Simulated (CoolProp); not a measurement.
R13 at 306.21 K and 1.56 MPa is throttled through a valve to 0.13 MPa with no heat exchange. Each further row changes one setting.

The numbers come from the reference Helmholtz-energy equation of state, Platzer 1990 in CoolProp. This equation is an older, rougher fit.

```
case                       temperature change (K)  final density (kg/m³)
-------------------------  ----------------------  ---------------------
as stated                                   -17.1                   5.72
outlet pressure 0.039 MPa                   -18.3                   1.71
outlet pressure 0.169 MPa                   -16.7                   7.46
```
